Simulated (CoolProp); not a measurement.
A simple Rankine cycle with R1336mzz(E): condensing at 314.15 K, boiler at 2.21 MPa, turbine inlet 394.1 K, turbine efficiency 0.75, pump efficiency 0.7, no recuperator. Each further row changes one setting.

Values from CoolProp's reference Helmholtz-energy equation of state, Akasaka 2023.

| case | thermal efficiency (%) | net work (kJ/kg) | heat in (kJ/kg) | turbine exit temperature (K) | volume ratio over the turbine |
|---|---|---|---|---|---|
| as stated | (withheld) | (withheld) | 172 | (withheld) | 9.59 |
| condensing temperature 306.15 K | 11.2 | 20.5 | (withheld) | 331.3 | 12.4 |
| boiler pressure 1.55 MPa | 9.0 | 17.1 | 190 | 355.6 | 5.38 |
| turbine efficiency 0.65 | (withheld) | (withheld) | 172 | (withheld) | (withheld) |

### Question
What belongs in the gaps?

### Answer

- as stated, thermal efficiency (%): 10.2
- as stated, net work (kJ/kg): 17.6
- as stated, turbine exit temperature (K): 336.0
- condensing temperature 306.15 K, heat in (kJ/kg): 182
- turbine efficiency 0.65, thermal efficiency (%): 8.7
- turbine efficiency 0.65, net work (kJ/kg): 15.0
- turbine efficiency 0.65, turbine exit temperature (K): 338.9
- turbine efficiency 0.65, volume ratio over the turbine: 9.70
